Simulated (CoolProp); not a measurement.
Vapour-liquid equilibrium of propylene (1) + cyclohexane (2) at 47.55 °C; x and y are mole fractions of (1).

Model: multi-fluid Helmholtz-energy mixture model, Lemmon 2013 and Zhou 2014; pair parameters Bell 2016, in CoolProp.

```tsv
x	bubble pressure, mixture model (bar)	bubble pressure, Raoult's law (bar)	y, mixture model	y, Raoult's law
0.05	?	1.288	0.762	0.756
0.2	4.340	4.161	?	0.936
0.35	7.090	7.034	0.959	0.969
0.5	?	9.907	?	0.983
0.65	?	12.78	0.982	0.991
0.8	15.03	15.65	0.989	0.996
0.95	18.19	18.53	0.997	0.999
```

### Question
Fill in the missing entries.

### Answer

- 0.05, bubble pressure, mixture model (bar): 1.379
- 0.2, y, mixture model: 0.928
- 0.5, bubble pressure, mixture model (bar): 9.714
- 0.5, y, mixture model: 0.973
- 0.65, bubble pressure, mixture model (bar): 12.31

The largest gap from Raoult's law is +7.1 % in bubble pressure, at x = 0.05. No azeotrope shows between x = 0.05 and 0.95.

The pair parameters rest on a limited set of measurements; away from them the model extrapolates. The gap from Raoult's law changes sign with composition, which may be real or a fault of the pair parameters; it wasn't checked against measurements.
